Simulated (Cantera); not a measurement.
A Cantera script and what it prints.

```python
import numpy as np
import cantera as ct

gas_names = """
    AL ALH ALN ALO ALOH ALO2 ALO2H AL2 AL2O AL2O2 H HALO HNO HNO2 HNO3 HO2 H2 H2O H2O2 N NH NH2 NH3
    NH2OH NO NO2 NO3 N2 N2H2 N2H4 N2O O OH O2 O3
""".split()
cond_names = """
    AL(cr) AL(L) ALN(s) AL2O3(a) AL2O3(L) H2O(s) H2O(L)
""".split()


# ... load() reads the species with a 1 bar reference pressure and builds the phases ...
atoms = {
    'AlN': {'AL': 1, 'N': 1},
    'H2': {'H': 2},
    'N2': {'N': 2},
    'H2O': {'H': 2, 'O': 1},
}
top_T = {'ALN(s)': 2750}  # K; cautious upper limits of use, not melting points


# ... equilibrate(T, P, feed) seeds the gas with the atoms and calls Mixture.equilibrate('TP', solver="vcs", rtol=1e-11, max_steps=5000) ...
results = []
feed = {'AlN': 1, 'H2': 460, 'N2': 23, 'H2O': 21}  # mol
T = 750  # K
P = 10000  # Pa
mix = equilibrate(T, P, feed)
results.append((T, P, feed, dict(zip(mix.species_names, mix.species_moles))))
print(gas.report(threshold=0.0001))
for i in range(1, mix.n_phases):
    print(f"{mix.phase(i).name:16s} {mix.phase_moles(i):12.5e} mol")
```

Output:

```
       temperature   750 K
          pressure   10000 Pa
           density   0.0061672 kg/m^3
  mean mol. weight   3.8458 kg/kmol
   phase of matter   gas

                          1 kg             1 kmol
                     ---------------   ---------------
          enthalpy         1.038e+06        3.9919e+06  J
   internal energy       -5.8349e+05        -2.244e+06  J
           entropy             48114        1.8504e+05  J/K
    Gibbs function       -3.5048e+07       -1.3479e+08  J
 heat capacity c_p            7767.4             29872  J/K
 heat capacity c_v            5605.4             21557  J/K

                      mass frac. Y      mole frac. X     chem. pot. / RT
                     ---------------   ---------------   ---------------
                H2            0.4795           0.91471           -19.233
               H2O           0.18108          0.038656           -68.378
                N2           0.33899          0.046537           -29.548
     [  +32 minor]        0.00042695        9.6409e-05

AL(cr)            0.00000e+00 mol
ALN(s)            0.00000e+00 mol
AL2O3(a)          5.00000e-01 mol
```

Equilibrium computed with Cantera from the NASA thermochemical tables; the gas is ideal and each condensed phase is pure.
